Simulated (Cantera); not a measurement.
Input (Python, Cantera):

```python
import numpy as np
import cantera as ct

gas = ct.Solution("gri30.yaml")


def delay(T, t_max=10):
    gas.TPX = T, 400000, {'CH4': 1, 'H2': 0.96, 'O2': 5.9, 'N2': 22.2}
    reactor = ct.IdealGasReactor(gas, clone=False)
    net = ct.ReactorNet([reactor])
    net.rtol, net.atol = 1e-8, 1e-16
    while net.time < t_max:
        t_old, T_old = net.time, reactor.T
        net.step()
        if reactor.T > T + 400:  # ignition: a rise of 400 K
            return t_old + (T + 400 - T_old) / (reactor.T - T_old) * (net.time - t_old)
    return np.nan


taus = []
for T in [850, 950, 1050, 1150, 1250, 1350, 1450, 1550]:
    taus.append(delay(T))
    print(f"T0 = {T:6g} K   tau = {taus[-1]:.4e} s")
```

It prints:

```
T0 =    850 K   tau = 1.9949e+00 s
T0 =    950 K   tau = 8.8592e-02 s
T0 =   1050 K   tau = 4.2793e-03 s
T0 =   1150 K   tau = 5.0121e-04 s
T0 =   1250 K   tau = 1.6340e-04 s
T0 =   1350 K   tau = 7.3136e-05 s
T0 =   1450 K   tau = 3.8375e-05 s
T0 =   1550 K   tau = 2.2476e-05 s
```

Computed with Cantera and GRI-Mech 3.0 (53 species, 325 reactions). Below about 1000 K GRI-Mech 3.0 lacks low-temperature oxidation paths. Below about 950 K walls govern HO2 and H2O2 in real vessels.
